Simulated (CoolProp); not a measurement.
Carbonyl sulfide along the isotherm 129.25 °C: fugacity coefficient from the reference equation and from simpler models built on Tc = 105.6 °C, pc = 6.369 MPa, ω = 0.098; each cubic takes its own stable root.

Values from CoolProp's reference Helmholtz-energy equation of state, Lemmon 2006. It is a short technical equation, of lower accuracy than the large ones.

```tsv
p (MPa)	phase	reference	Redlich-Kwong	Soave-Redlich-Kwong	Peng-Robinson
3.18	gas	0.8643	0.8613	?	0.8480
6.37	supercritical	0.7309	0.7277	0.7312	0.7072
9.55	supercritical	0.5942	0.5938	0.6004	?
12.7	supercritical	0.4913	0.4969	0.5039	0.4775
15.9	supercritical	0.4264	0.4355	0.4422	0.4155
19.1	supercritical	0.3836	0.3947	0.4011	0.3739
22.3	supercritical	0.3538	0.3664	0.3726	0.3446
25.5	supercritical	0.3323	0.3460	0.3521	?
28.7	supercritical	0.3166	0.3311	?	?
31.8	supercritical	0.3052	0.3205	0.3264	0.2954
```

### Question
What belongs in the gaps?

### Answer

- 3.18, Soave-Redlich-Kwong: 0.8630
- 9.55, Peng-Robinson: 0.5740
- 25.5, Peng-Robinson: 0.3232
- 28.7, Soave-Redlich-Kwong: 0.3371
- 28.7, Peng-Robinson: 0.3072
